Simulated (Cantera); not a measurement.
Input: 1 mol Si2Cl6, 34 mol N2, 0.62 mol H2, held at 0.0390 bar.

These are equilibrium values from Cantera (NASA tables, ideal gas, pure condensed phases), not measurements of a reactor. Candidate condensed phases: NH4Cl, Si, Si3N4; 28 gas species. The feed counts by its element totals alone. N2 is the only nitrogen source here; it is nearly inert below about 1500 K, so the nitride shown seldom forms there in practice. Equilibrium is a limit: real reactors are often held back by kinetics, nucleation or transport.

**Question.** Which condensed phases are stable at each of these points (T (K)): 1023, 1098, 1173, 1248, 1323, 1398, 1473, 1548?

**Answer.** 
```csv
T (K),condensed phases,Si condensed (%)
1023,Si3N4(s),39.0
1098,Si3N4(s),39.1
1173,Si3N4(s),38.9
1248,Si3N4(s),38.3
1323,Si3N4(s),36.1
1398,Si3N4(s),30.1
1473,Si3N4(s),17.4
1548,gas only,0.0
```

From 1023 K to 1473 K the condensed part is Si3N4(s). At 1548 K nothing is condensed.
